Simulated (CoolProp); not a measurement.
Nitrous oxide along the isotherm 205.7 K: fugacity coefficient from the reference equation and from simpler models built on Tc = 309.5 K, pc = 7.245 MPa, ω = 0.161; each cubic takes its own stable root.

Values from CoolProp's reference Helmholtz-energy equation of state, Lemmon 2006. It is a short technical equation, of lower accuracy than the large ones.

```csv
p (MPa),phase,reference
1.65,liquid,0.1818
3.29,liquid,0.09451
4.94,liquid,0.06526
6.59,liquid,0.05072
8.23,liquid,0.04209
9.88,liquid,0.03634
11.5,liquid,0.03234
13.2,liquid,0.02923
14.8,liquid,0.02699
16.5,liquid,0.02512
18.1,liquid,0.02370
```

### Question
How far does each simpler model (Soave-Redlich-Kwong, Peng-Robinson) lie from the reference over these 11 states: mean and median of the absolute difference, and the worst?

### Answer
- Soave-Redlich-Kwong: mean 2.2 %, median 2.3 %, worst +3.5 % at 205.7 K and 18.1 MPa
- Peng-Robinson: mean 0.5 %, median 0.5 %, worst -1.1 % at 205.7 K and 18.1 MPa
